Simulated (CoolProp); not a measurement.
Normal hydrogen at 712.79 K and 0.629 MPa is throttled through a valve to 0.296 MPa with no heat exchange. Each further row changes one setting.

Values from CoolProp's reference Helmholtz-energy equation of state, Leachman 2009.

```
case                        temperature change (K)  final density (kg/m³)
--------------------------  ----------------------  ---------------------
as stated                                      [?]                    [?]
outlet pressure 0.0888 MPa                     [?]                    [?]
outlet pressure 0.385 MPa                      [?]                    [?]
```

Task: Complete the blanks.

Result: 
- as stated, temperature change (K): +0.2
- as stated, final density (kg/m³): 0.101
- outlet pressure 0.0888 MPa, temperature change (K): +0.3
- outlet pressure 0.0888 MPa, final density (kg/m³): 0.0302
- outlet pressure 0.385 MPa, temperature change (K): +0.1
- outlet pressure 0.385 MPa, final density (kg/m³): 0.131
